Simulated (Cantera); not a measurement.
Ignition delay

Mixture: CH3OH : O2 : N2 = 1 : 2 : 7.52 (molar parts), equivalence ratio 0.75, at 1.97 atm, adiabatic and at constant volume. Ignition delay is the time to a rise of 400 K.

Cantera simulation using GRI-Mech 3.0 (53 species, 325 reactions); the numbers are that mechanism's predictions, not measurements. GRI-Mech 3.0 was tuned for natural gas; its chemistry of methanol as a main component is partial and can be far from experiment.

```csv
T0 (K),delay (ms)
1100,33.6
1175,8.31
1250,2.46
1325,0.852
1400,0.338
1475,0.152
1550,0.0755
1625,0.0408
```

```
Property                                                Result
--------------------------------------------------  ----------
apparent activation energy between 1475 and 1625 K  170 kJ/mol
```
